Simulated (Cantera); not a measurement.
Equilibrium for boron, boron nitride and boron oxide: borazine + H2 + N2

Input: 1 mol borazine, 99 mol H2, 0.32 mol N2, at 1700 K and 1.00 bar.

Equilibrium computed with Cantera from the NASA thermochemical tables; the gas is ideal and each condensed phase is pure. Candidate condensed phases: B, BN; 15 gas species. The feed counts by its element totals alone. The numbers say what is thermodynamically allowed, not how fast it happens.

```
Quantity                             Value
-------------------------------  ---------
x(H2)                                0.997
x(N2)                              0.00313
x(H)                              0.000147
x(NH3)                             2.03e-6
n(BN(s))                          3.00 mol
gas amount                       102.3 mol
log10 activity of B(s) (absent)      -1.86
```
